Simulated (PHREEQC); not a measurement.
0.015 g of hydrous ferric oxide (600 m²/g; 0.2 weak and 0.005 strong sites per Fe, Dzombak-Morel constants, diffuse double layer) in 1 kg of water with 0.3 mol/kgw of an inert sodium salt and 0.00049 mmol/kgw NaH2PO4 and 0.00011 mmol/kgw MgCl2, at 25 °C; the pH is set by adding NaOH or the inert anion's acid. O2 is buffered at 0.21 atm. CO2 from the air is kept out. Nothing may precipitate in this run.

The series has 17 steps of pH, from 3 to 11.

Model: ion-association model, wateq4f.dat, run in PHREEQC.

Problem. Near which pH is half of the P sorbed, and on which side is more sorbed?

Solution. Near pH 8.3, with more sorbed at lower pH.

Problem. Near which pH is half of the Mg sorbed, and on which side is more sorbed?

Solution. Near pH 9.1, with more sorbed at higher pH.

H3PO4, which wateq4f.dat lacks, is added to it with the constant of phreeqc.dat. The oxide is taken as insoluble; below pH 4 it would dissolve.
